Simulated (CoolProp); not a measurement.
Vapour-liquid equilibrium of CHF3 (R23) (1) + propylene (2) at 0.306 MPa; x and y are mole fractions of (1).

Values from CoolProp's multi-fluid Helmholtz-energy mixture model, Penoncello 2003 and Lemmon 2013; pair parameters Bell 2016.

Task: Give the bubble temperature and the first vapour's composition at x = 0.35, 0.65, 0.8. Is there an azeotrope?

Result: x = 0.35: 218.9 K, y = 0.803; x = 0.65: 215.0 K, y = 0.866; x = 0.8: 213.9 K, y = 0.898. No azeotrope shows between x = 0.05 and 0.95.

Pair parameters are fitted to limited data, so mixtures are less certain than the pure fluids. With so large a gap from Raoult's law the liquid may split in two, which this calculation doesn't test in full.
